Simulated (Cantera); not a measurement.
## Moist CO burnout

An isothermal, constant-pressure homogeneous reactor starts with CO : O2 : H2O : N2 = 0.014 : 0.014 : 0.011 : 1 (molar parts), at 1325 K and 0.940 bar.

Model: GRI-Mech 3.0 (53 species, 325 reactions), integrated in Cantera.

| t (s) | x CO | x O2 | x H2O | x H2O2 | x H2 | x NO | x CO2 |
|---|---|---|---|---|---|---|---|
| 5.00e-5 | 0.0135 | 0.0135 | 0.0106 | <1e-12 | 8.04e-12 | <1e-12 | 2.76e-9 |
| 0.000123 | 0.0135 | 0.0135 | 0.0106 | <1e-12 | 1.45e-10 | <1e-12 | 8.88e-9 |
| 0.000302 | 0.0135 | 0.0135 | 0.0106 | 1.43e-12 | 2.70e-9 | <1e-12 | 5.49e-8 |
| 0.000743 | 0.0135 | 0.0135 | 0.0106 | 8.36e-11 | 1.50e-7 | <1e-12 | 2.10e-6 |
| 0.00183 | 0.0113 | 0.0123 | 0.0101 | 1.43e-7 | 0.000191 | 4.27e-8 | 0.00214 |
| 0.00449 | 0.00212 | 0.00781 | 0.0102 | 1.69e-7 | 0.000224 | 1.31e-6 | 0.0114 |
| 0.0110 | 0.000363 | 0.00694 | 0.0106 | 5.78e-8 | 4.25e-5 | 1.49e-6 | 0.0132 |
| 0.0272 | 6.33e-5 | 0.00680 | 0.0106 | 1.47e-8 | 7.55e-6 | 1.50e-6 | 0.0135 |
| 0.0668 | 1.04e-5 | 0.00678 | 0.0106 | 3.37e-9 | 1.39e-6 | 1.51e-6 | 0.0136 |
| 0.164 | 1.63e-6 | 0.00678 | 0.0107 | 8.06e-10 | 2.89e-7 | 1.51e-6 | 0.0136 |
| 0.404 | 2.91e-7 | 0.00678 | 0.0107 | 2.36e-10 | 7.75e-8 | 1.51e-6 | 0.0136 |
| 0.993 | 8.39e-8 | 0.00678 | 0.0107 | 9.60e-11 | 3.05e-8 | 1.52e-6 | 0.0136 |
| 2.44 | 4.64e-8 | 0.00678 | 0.0107 | 6.00e-11 | 1.92e-8 | 1.52e-6 | 0.0136 |
| 6.00 | 4.28e-8 | 0.00678 | 0.0107 | 5.63e-11 | 1.80e-8 | 1.52e-6 | 0.0136 |
x: mole fraction; the columns are a selection and need not sum to one.

Equilibrium at this temperature and pressure: CO 4.29e-8, O2 0.00674, H2O 0.0107, H2O2 5.61e-11, H2 1.81e-8, NO 9.27e-5, CO2 0.0136 (gas phase only).
